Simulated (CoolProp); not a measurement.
Vapour pressure (bar) of cyclopropane: the reference equation beside estimates from Tc = 125.5 °C, pc = 56.05 bar, ω = 0.131. Clausius-Clapeyron is anchored at 16.65 °C with a constant enthalpy of vaporisation of 17.48 kJ/mol.

Computed with CoolProp (reference Helmholtz-energy equation of state, Polt 1992). This equation is an older, rougher fit; its heat capacities, sound speeds and derivatives of the liquid may be far off and weren't checked against measurements.

| T (°C) | reference | Lee-Kesler | Clausius-Clapeyron | van der Waals | Soave-Redlich-Kwong |
|---|---|---|---|---|---|
| 16.65 | 5.744 | 5.727 | 5.744 | 13.58 | 5.732 |
| 22.55 | 6.779 | 6.765 | 6.638 | 15.00 | 6.776 |
| 28.45 | 7.944 | 7.933 | 7.629 | 16.50 | 7.955 |
| 34.35 | 9.250 | 9.243 | 8.720 | 18.10 | 9.279 |
| 40.25 | 10.71 | 10.70 | 9.918 | 19.80 | 10.76 |
| 46.15 | 12.33 | 12.32 | 11.23 | 21.60 | 12.40 |
| 52.05 | 14.12 | 14.11 | 12.65 | 23.49 | 14.22 |
| 57.95 | 16.09 | 16.08 | 14.20 | 25.49 | 16.23 |
| 63.85 | 18.26 | 18.25 | 15.86 | 27.58 | 18.44 |
| 69.65 | 20.59 | 20.57 | 17.63 | 29.75 | 20.81 |
| 75.55 | 23.18 | 23.15 | 19.56 | 32.06 | 23.44 |
| 81.45 | 26.00 | 25.96 | 21.62 | 34.47 | 26.30 |
| 87.35 | 29.07 | 29.01 | 23.82 | 36.99 | 29.40 |

Absolute difference from the reference over all 13 rows, mean and median: Lee-Kesler 0.1 and 0.1 %, Clausius-Clapeyron 9.9 and 10.4 %, van der Waals 72.3 and 66.4 %, Soave-Redlich-Kwong 0.7 and 0.7 %.
